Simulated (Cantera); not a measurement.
Input (Python, Cantera):

```python
import numpy as np
import cantera as ct

surf = ct.Interface("diamond.yaml", "diamond_100")
gas, bulk = surf.adjacent["gas"], surf.adjacent["diamond"]
k = surf.kinetics_species_index(bulk.species_names[0])
cover = ["c6HH", "c6H*", "c6*H", "c6**", "c6HM", "c6B"]

rows, drift = [], 0.0
print(f"{'xH':>10s}{'um/h':>11s}" + "".join(f"{s:>11s}" for s in cover))
for v in [0.0001, 0.00025, 0.00064, 0.0016, 0.0041, 0.01, 0.026, 0.066, 0.17]:
    T, P, xH, xCH3 = 1198, 1100, v, 2.9e-05
    gas.TPX = T, P, {"H": xH, "CH3": xCH3, "CH4": 0.004, "H2": 1 - xH - xCH3 - 0.004}
    surf.TP = bulk.TP = T, P
    surf.coverages = "c6H*:0.1, c6HH:0.9"
    surf.advance_coverages(100.0)
    before = surf.coverages
    surf.advance_coverages(100.0)
    drift = max(drift, np.max(np.abs(surf.coverages - before) / (surf.coverages + 1e-9)))
    rate = surf.net_production_rates[k] * bulk.mean_molecular_weight / bulk.density * 3.6e9
    rows.append([rate, *surf[cover].coverages])
    print(f"{v:10.4g}{rate:11.4e}" + "".join(f"{x:11.3e}" for x in rows[-1][1:]))
```

It prints:

```
        xH       um/h       c6HH       c6H*       c6*H       c6**       c6HM        c6B
    0.0001 2.9774e-03  6.181e-01  2.716e-02  3.491e-01  5.136e-03  6.194e-05  8.079e-12
   0.00025 8.5844e-03  5.289e-01  3.313e-02  4.258e-01  1.158e-02  8.470e-05  2.329e-11
   0.00064 1.7159e-02  4.783e-01  3.622e-02  4.656e-01  1.937e-02  1.045e-04  4.656e-11
    0.0016 2.7357e-02  4.552e-01  3.749e-02  4.818e-01  2.519e-02  1.161e-04  7.423e-11
    0.0041 4.3052e-02  4.449e-01  3.800e-02  4.883e-01  2.852e-02  1.183e-04  1.168e-10
      0.01 7.0809e-02  4.409e-01  3.820e-02  4.907e-01  2.998e-02  1.108e-04  1.921e-10
     0.026 1.2443e-01  4.392e-01  3.832e-02  4.917e-01  3.066e-02  9.063e-05  3.376e-10
     0.066 1.9730e-01  4.385e-01  3.845e-02  4.920e-01  3.095e-02  6.161e-05  5.354e-10
      0.17 2.6710e-01  4.382e-01  3.871e-02  4.919e-01  3.112e-02  3.357e-05  7.248e-10
```

Cantera simulation using the Harris–Goodwin 1993 mechanism for the reconstructed diamond (100) surface; the numbers are that mechanism's predictions, not measurements.
